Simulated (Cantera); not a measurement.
A perfectly stirred reactor is fed with CO : O2 : H2O : N2 = 0.0075 : 0.03 : 0.085 : 1 (molar parts), at 7.60 atm; it is held at 975 K, and followed from long to short residence time.

Cantera simulation using GRI-Mech 3.0 (53 species, 325 reactions); the numbers are that mechanism's predictions, not measurements.

Problem. What does this change do: temperature 975 to 1250 K?

Solution. 
| quantity | before | after |
|---|---|---|
| x(CO) at τ = 16.0 s | 0.00157 | 1.29e-5 |
| x(O2) at τ = 16.0 s | 0.0242 | 0.0235 |
| x(H2O) at τ = 16.0 s | 0.0759 | 0.0760 |
| x(CO2) at τ = 16.0 s | 0.00513 | 0.00669 |
| x(OH) at τ = 16.0 s | 7.32e-9 | 1.48e-6 |
| x(CO) at τ = 39.0 ms | 0.00664 | 0.00170 |
| x(O2) at τ = 39.0 ms | 0.0267 | 0.0243 |
| x(H2O) at τ = 39.0 ms | 0.0757 | 0.0759 |
| x(CO2) at τ = 39.0 ms | 4.16e-5 | 0.00500 |
| x(OH) at τ = 39.0 ms | 4.77e-9 | 3.22e-6 |

Problem. What does this change do: temperature 975 to 923 K?

Solution. 
| quantity | before | after |
|---|---|---|
| x(CO) at τ = 16.0 s | 0.00157 | 0.00298 |
| x(O2) at τ = 16.0 s | 0.0242 | 0.0249 |
| x(H2O) at τ = 16.0 s | 0.0759 | 0.0759 |
| x(CO2) at τ = 16.0 s | 0.00513 | 0.00372 |
| x(OH) at τ = 16.0 s | 7.32e-9 | 2.64e-9 |
| x(CO) at τ = 39.0 ms | 0.00664 | 0.00668 |
| x(O2) at τ = 39.0 ms | 0.0267 | 0.0267 |
| x(H2O) at τ = 39.0 ms | 0.0757 | 0.0757 |
| x(CO2) at τ = 39.0 ms | 4.16e-5 | 5.40e-7 |
| x(OH) at τ = 39.0 ms | 4.77e-9 | 5.39e-11 |
